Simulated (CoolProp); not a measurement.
Vapour-liquid equilibrium of neopentane (1) + n-pentane (2) at 0.0746 MPa; x and y are mole fractions of (1).

Computed with CoolProp (multi-fluid Helmholtz-energy mixture model, Lemmon 2006 and Thol 2019; pair parameters Bell 2016).

```json
[
 {"x": "0.05", "bubble temperature (°C)": "25.3", "y at the bubble point": "0.116", "dew temperature at overall composition x (°C)": "26.5", "liquid density (mol/L)": "8.578"},
 {"x": "0.15", "bubble temperature (°C)": "21.6", "y at the bubble point": "0.308", "dew temperature at overall composition x (°C)": "24.7", "liquid density (mol/L)": "8.577"},
 {"x": "0.25", "bubble temperature (°C)": "18.3", "y at the bubble point": "0.460", "dew temperature at overall composition x (°C)": "22.8", "liquid density (mol/L)": "8.572"},
 {"x": "0.35", "bubble temperature (°C)": "15.3", "y at the bubble point": "0.582", "dew temperature at overall composition x (°C)": "20.7", "liquid density (mol/L)": "8.563"},
 {"x": "0.45", "bubble temperature (°C)": "12.6", "y at the bubble point": "0.681", "dew temperature at overall composition x (°C)": "18.5", "liquid density (mol/L)": "8.551"},
 {"x": "0.55", "bubble temperature (°C)": "10.1", "y at the bubble point": "0.762", "dew temperature at overall composition x (°C)": "16.1", "liquid density (mol/L)": "8.537"},
 {"x": "0.65", "bubble temperature (°C)": "7.9", "y at the bubble point": "0.830", "dew temperature at overall composition x (°C)": "13.5", "liquid density (mol/L)": "8.520"},
 {"x": "0.75", "bubble temperature (°C)": "5.8", "y at the bubble point": "0.888", "dew temperature at overall composition x (°C)": "10.5", "liquid density (mol/L)": "8.502"},
 {"x": "0.85", "bubble temperature (°C)": "3.9", "y at the bubble point": "0.937", "dew temperature at overall composition x (°C)": "7.2", "liquid density (mol/L)": "8.482"},
 {"x": "0.95", "bubble temperature (°C)": "2.1", "y at the bubble point": "0.980", "dew temperature at overall composition x (°C)": "3.4", "liquid density (mol/L)": "8.462"}
]
```

No azeotrope shows between x = 0.05 and 0.95.

Pair parameters are fitted to limited data, so mixtures are less certain than the pure fluids.
